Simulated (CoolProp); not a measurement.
Model: reference Helmholtz-energy equation of state, Lemmon 2006, in CoolProp. It is a short technical equation, of lower accuracy than the large ones.

**Question.** Give the vapour pressure (bar), liquid density (kg/m³), liquid cp (kJ/(kg K)), vapour Z of saturated toluene at 224.65 °C.

**Answer.** 
```csv
T (°C),p (bar),liquid density (kg/m³),liquid cp (kJ/(kg K)),vapour Z
224.65,11.4,641,2.52,0.781
```
